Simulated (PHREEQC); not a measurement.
Solution (20 °C): 0.041 mol CdSO4, 0.033 mol H3BO3 and 0.014 mol NiCl2 per kg of water. Closed to the air; pH follows from the charge balance.

Computed with PHREEQC (ion-association model, wateq4f.dat).

```yaml
pH: 5.43
ionic_strength: 0.110 mol/kgw
```

```tsv
species	molality	activity	log γ
H3BO3	0.0330	0.0338	0.011
SO4-2	0.0195	0.00711	-0.439
Cl-	0.0174	0.0132	-0.120
Cd+2	0.0166	0.00606	-0.437
CdSO4	0.0117	0.0120	0.011
CdCl+	0.00965	0.00751	-0.109
```

This is a speciation only: nothing precipitates in the calculation.
